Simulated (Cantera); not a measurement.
Predominance diagram of Ti at 702 °C against the partial pressures of O2 and CO (log10, bar). Standard-state values (1 bar) from the NASA 1993 polynomials, evaluated with Cantera. Candidates: Ti(α), TiC(s), TiO(s), TiO2(rutile), Ti2O3(s), Ti3O5(s), Ti4O7(s). Only these pure phases compete in this equilibrium. TiC, TiO: taken at fixed stoichiometry. Not in the tables: Magnéli phases beyond Ti4O7, TiC-TiO solid solutions.

**Question.** Which phase is stable at these pairs, and which metal-bearing vapour leads over it? (-16.5, -19.8); (-34, -8.8); (-10.7, -6.6); (-0.9, -19.8); (-24.3, -15.4); (-2.9, -11); (-26.2, -13.2)

**Answer.** 
```json
[
 {"log p(O2)": "-16.5", "log p(CO)": "-19.8", "phase": "TiO2(rutile)", "chief vapour": "TiO2", "log p (bar)": "-23.7"},
 {"log p(O2)": "-34", "log p(CO)": "-8.8", "phase": "Ti2O3(s)", "chief vapour": "TiO", "log p (bar)": "-22.8"},
 {"log p(O2)": "-10.7", "log p(CO)": "-6.6", "phase": "TiO2(rutile)", "chief vapour": "TiO2", "log p (bar)": "-23.7"},
 {"log p(O2)": "-0.9", "log p(CO)": "-19.8", "phase": "TiO2(rutile)", "chief vapour": "TiO2", "log p (bar)": "-23.7"},
 {"log p(O2)": "-24.3", "log p(CO)": "-15.4", "phase": "TiO2(rutile)", "chief vapour": "TiO2", "log p (bar)": "-23.7"},
 {"log p(O2)": "-2.9", "log p(CO)": "-11", "phase": "TiO2(rutile)", "chief vapour": "TiO2", "log p (bar)": "-23.7"},
 {"log p(O2)": "-26.2", "log p(CO)": "-13.2", "phase": "TiO2(rutile)", "chief vapour": "TiO2", "log p (bar)": "-23.7"}
]
```
